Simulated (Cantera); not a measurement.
A perfectly stirred reactor is fed with CH₃OH : O₂ : N₂ = 1 : 2.03 : 7.62 (molar parts), at 5550 Torr; it is adiabatic with a 400 K inlet, and is followed from long to short residence time, starting on the burning branch (τ in s: 0.46, 0.16, 0.057, 0.02, 0.0072, 0.0026, 0.00091, 0.00032, 0.00011, 4e-05, 1.4e-05, 5.1e-06).

Model: GRI-Mech 3.0 (53 species, 325 reactions), integrated in Cantera. GRI-Mech 3.0 was tuned for natural gas; its chemistry of methanol as a main component is partial and can be far from experiment.

**Question.** What does this change do: pressure from 5550 Torr to 900 Torr?

**Answer.** 
```csv
quantity,before,after
"blow-out, bracketed by the residence times tried","burning at 40.0 µs, out at 14.0 µs","burning at 0.110 ms, out at 40.0 µs"
x(CH₃OH) at τ = 0.460 s,1.24e-7,4.44e-7
x(O₂) at τ = 0.460 s,0.0467,0.0471
x(CO) at τ = 0.460 s,0.000249,0.000680
x(HCO) at τ = 0.460 s,1.13e-9,6.95e-9
x(O) at τ = 0.460 s,6.28e-5,0.000172
x(CH₃OH) at τ = 0.910 ms,2.60e-5,4.46e-5
x(O₂) at τ = 0.910 ms,0.0486,0.0521
x(CO) at τ = 0.910 ms,0.00312,0.0107
x(HCO) at τ = 0.910 ms,5.82e-7,3.44e-6
x(O) at τ = 0.910 ms,0.000342,0.00242
```
